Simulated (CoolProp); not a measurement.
A simple Rankine cycle with n-butane: condensing at 294.15 K, boiler at 1.04 MPa, turbine inlet 369.3 K, turbine efficiency 0.8, pump efficiency 0.8, no recuperator. Each further row changes one setting.

The numbers come from the reference Helmholtz-energy equation of state, Bücker 2006 in CoolProp.

```csv
case,thermal efficiency (%),net work (kJ/kg),heat in (kJ/kg),turbine exit temperature (K),volume ratio over the turbine
as stated,11.2,54.1,481,327.9,4.96
turbine inlet 389.3 K,11.2,58.7,527,349.2,4.87
condensing temperature 286.15 K,12.6,63.1,500,322.0,6.41
boiler pressure 0.728 MPa,9.0,44.3,492,339.0,3.37
turbine efficiency 0.7,9.8,47.1,481,331.6,5.03
```
